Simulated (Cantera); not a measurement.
**Stirred combustor or abatement burner**

A perfectly stirred reactor is fed with CH₄ : H₂ : O₂ : N₂ : H₂O = 1 : 0.15 : 1.89 : 12.8 : 0.63 (molar parts), at 7.30 bar; it is adiabatic with a 448 K inlet, and is followed from long to short residence time, starting on the burning branch (τ in s: 0.1, 0.032, 0.01, 0.0033, 0.0011, 0.00034, 0.00011, 3.5e-05, 1.1e-05, 3.6e-06).

Cantera simulation using GRI-Mech 3.0 (53 species, 325 reactions); the numbers are that mechanism's predictions, not measurements.

```csv
τ (s),T (K),x CH₄,x H₂,x O₂,x C₂H₆,x OH,x CH₂CO,x C₂H
0.10,1707,0.000967,0.00845,0.000845,3.03e-6,1.68e-5,5.27e-6,2.82e-9
0.032,1696,0.00112,0.00831,0.00169,6.95e-6,2.57e-5,1.13e-5,5.09e-9
0.010,1673,0.00140,0.00835,0.00348,1.59e-5,3.73e-5,2.13e-5,7.42e-9
0.0033,1610,0.00237,0.00867,0.00848,4.69e-5,3.96e-5,4.81e-5,5.89e-9
0.0011,448,0.0607,0.00911,0.115,<1e-12,<1e-12,<1e-12,<1e-12
0.00034,448,0.0607,0.00911,0.115,<1e-12,<1e-12,<1e-12,<1e-12
0.00011,448,0.0607,0.00911,0.115,<1e-12,<1e-12,<1e-12,<1e-12
3.5e-5,448,0.0607,0.00911,0.115,<1e-12,<1e-12,<1e-12,<1e-12
1.1e-5,448,0.0607,0.00911,0.115,<1e-12,<1e-12,<1e-12,<1e-12
3.6e-6,448,0.0607,0.00911,0.115,<1e-12,<1e-12,<1e-12,<1e-12
```
x: mole fraction; the columns are a selection and need not sum to one.
